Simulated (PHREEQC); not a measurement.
1 kg of water holding 0.056 mol Na2CO3, 0.23 mol NaOH and 0.0044 mol NaCl is evaporated at 25 °C; the solids stay in contact with the brine. CO2 is held at log p = -3.4 (atm). The run lets Halite, Nahcolite, Natron, Trona precipitate or redissolve, and no other solid.

The series has 20 steps of water left (kg), from 1.001 to 0.02291.

The numbers come from PHREEQC with the Pitzer model, pitzer.dat.

**Question.** Which solids form, in which order, and at which step of the series does each first stand?

**Answer.** Trona from water left = 0.05431 kg (pH 10.16).
